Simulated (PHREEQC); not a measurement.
Make-up at 43 °C: 0.063 mol/kgw KOH, 0.1 mol/kgw NaAlO2 and 0.003 mol/kgw (CH3)4NCl. Closed to the air; pH follows from the charge balance.

The numbers come from PHREEQC with the ion-association model, phreeqc.dat.

```json
[
 {"quantity": "pH", "before": "12.11", "after": "12.14"},
 {"quantity": "ionic strength (mol/kgw)", "before": "0.166", "after": "0.0660"},
 {"quantity": "SI of Sylvite (KCl)", "before": "-4.99", "after": "-4.91"}
]
```

Question: Which change was made?
(A) NaAlO2 replaced by NaOH at the same molality
(B) NaAlO2 left out
(C) diluted 10-fold with water
(D) diluted 100-fold with water
(E) temperature from 43 to 75 °C

Answer: B, NaAlO2 left out

Precipitation was switched off in this run. Some of these states are supersaturated (in Gibbsite (slow to form), for instance). (CH3)4N+ isn't in the database: it is added as a free cation with an ion size of 4 Å. Away from 25 °C the constants follow the database's enthalpies or fits; those with neither stay at their 25 °C values.
